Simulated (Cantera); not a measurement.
What does this Cantera script print?

```python
import numpy as np
import cantera as ct

gas_names = """
    H H2 H2S N NH NH2 NH3 N2 N2H2 N2H4 Ni NiS S SH SN S2 S8
""".split()
cond_names = """
    Ni(cr) Ni(L) NiS(b) NiS(a) NiS(L) NiS2(s) NiS2(L) Ni3S2(I) Ni3S2(II) Ni3S2(L) Ni3S4(s) S(cr1) S(cr2)
    S(L)
""".split()


# ... load() reads the species with a 1 bar reference pressure and builds the phases ...
atoms = {
    'NiS': {'Ni': 1, 'S': 1},
    'H2': {'H': 2},
    'N2': {'N': 2},
}
top_T = {'Ni3S4(s)': 620}  # K; cautious upper limits of use, not melting points


# ... equilibrate(T, P, feed) seeds the gas with the atoms and calls Mixture.equilibrate('TP', solver="vcs", rtol=1e-11, max_steps=5000) ...
results = []
feed = {'NiS': 1, 'H2': 45, 'N2': 0.85}  # mol
T = 1975  # K
P = 24000  # Pa
mix = equilibrate(T, P, feed)
results.append((T, P, feed, dict(zip(mix.species_names, mix.species_moles))))
print(gas.report(threshold=0.0001))
for i in range(1, mix.n_phases):
    print(f"{mix.phase(i).name:16s} {mix.phase_moles(i):12.5e} mol")
```

Output:

```
       temperature   1975 K
          pressure   24000 Pa
           density   0.0047101 kg/m^3
  mean mol. weight   3.2227 kg/kmol
   phase of matter   gas

                          1 kg             1 kmol
                     ---------------   ---------------
          enthalpy        1.6734e+07        5.3928e+07  J
   internal energy        1.1638e+07        3.7507e+07  J
           entropy             63533        2.0475e+05  J/K
    Gibbs function       -1.0874e+08       -3.5045e+08  J
 heat capacity c_p             10675             34403  J/K
 heat capacity c_v            8095.1             26088  J/K

                      mass frac. Y      mole frac. X     chem. pot. / RT
                     ---------------   ---------------   ---------------
                 H        0.00085541         0.0027348           -10.455
                H2           0.59975           0.95875            -20.91
               H2S            0.1462          0.013826           -36.736
                N2           0.16017          0.018425            -32.32
                Ni          0.010589        0.00058142            -7.644
               NiS         0.0052112        0.00018505           -23.471
                 S         0.0025464        0.00025597           -15.827
                SH          0.031595         0.0030791           -26.281
                S2          0.043082         0.0021653           -31.653
     [   +8 minor]        5.7524e-06        8.1112e-07

Ni(L)             9.64642e-01 mol
NiS(L)            0.00000e+00 mol
NiS2(L)           0.00000e+00 mol
Ni3S2(L)          0.00000e+00 mol
S(L)              0.00000e+00 mol
```

Equilibrium computed with Cantera from the NASA thermochemical tables; the gas is ideal and each condensed phase is pure.
